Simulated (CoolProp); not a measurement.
A single-stage vapour-compression cycle with the fluid: evaporating at 195.15 K (dew point), condensing at 215.15 K (bubble point), superheat 5 K, subcooling 2 K, compressor efficiency 0.65, no pressure losses. The same conditions are run with several fluids, on thermodynamics alone (safety and materials aside).

Values from CoolProp's reference Helmholtz-energy equation of state of each fluid (CH2F2 (R32): Tillner-Roth 1997; R13: Platzer 1990; nitrous oxide: Lemmon 2006; R125: Lemmon 2005; hydrogen chloride: Thol 2018; ethylene: Smukala 2000). The equations of Platzer and Polt are older, rougher fits.

```tsv
fluid	cooling COP	pressure ratio	discharge temperature (K)	refrigerating effect (kJ/kg)	volumetric capacity (kJ/m³)
CH2F2 (R32)	5.67	3.39	289.5	384	261
R13	5.82	2.51	[?]	134	1060
nitrous oxide	5.66	2.57	274.5	335	1680
R125	5.92	3.41	243.0	163	[?]
hydrogen chloride	5.61	2.56	291.1	[?]	1380
ethylene	[?]	2.18	[?]	402	[?]
```

Task: What belongs in the gaps?

Result: 
- R13, discharge temperature (K): 245.1
- R125, volumetric capacity (kJ/m³): 212
- hydrogen chloride, refrigerating effect (kJ/kg): 410
- ethylene, cooling COP: 5.62
- ethylene, discharge temperature (K): 257.2
- ethylene, volumetric capacity (kJ/m³): 2720
